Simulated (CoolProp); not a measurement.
A simple Rankine cycle with hexamethyldisiloxane (MM): condensing at 322.15 K, boiler at 0.454 MPa, turbine inlet 440.5 K, turbine efficiency 0.8, pump efficiency 0.6, no recuperator. Each further row changes one setting.

Values from CoolProp's reference Helmholtz-energy equation of state, Thol 2016.

```json
[
 {"case": "as stated", "thermal efficiency (%)": "12.9", "net work (kJ/kg)": "52.3", "heat in (kJ/kg)": "406", "turbine exit temperature (K)": "403.9", "volume ratio over the turbine": "29.7"},
 {"case": "turbine inlet 460.5 K", "thermal efficiency (%)": "12.4", "net work (kJ/kg)": "55.4", "heat in (kJ/kg)": "446", "turbine exit temperature (K)": "424.3", "volume ratio over the turbine": "28.8"},
 {"case": "condensing temperature 314.15 K", "thermal efficiency (%)": "13.7", "net work (kJ/kg)": "57.8", "heat in (kJ/kg)": "422", "turbine exit temperature (K)": "400.6", "volume ratio over the turbine": "41.7"},
 {"case": "boiler pressure 0.318 MPa", "thermal efficiency (%)": "11.7", "net work (kJ/kg)": "47.9", "heat in (kJ/kg)": "411", "turbine exit temperature (K)": "409.2", "volume ratio over the turbine": "19.7"},
 {"case": "turbine efficiency 0.7", "thermal efficiency (%)": "11.2", "net work (kJ/kg)": "45.6", "heat in (kJ/kg)": "406", "turbine exit temperature (K)": "407.6", "volume ratio over the turbine": "30.0"}
]
```
